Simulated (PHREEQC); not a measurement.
Solution (25 °C): 0.06 mol/kgw HBr, 0.00052 mol/kgw AlCl3 and 0.0046 mol/kgw MgCl2. Closed to the air; pH follows from the charge balance.

The numbers come from PHREEQC with the ion-association model, phreeqc.dat.

### Question
The ionic strength comes out as 0.0769 mol/kgw. What activity coefficients do Br-, Al+3, H+, Cl-, Mg+2 get?

### Answer
Br- 0.77, Al+3 0.20, H+ 0.84, Cl- 0.79, Mg+2 0.43.

No solid was allowed to form.
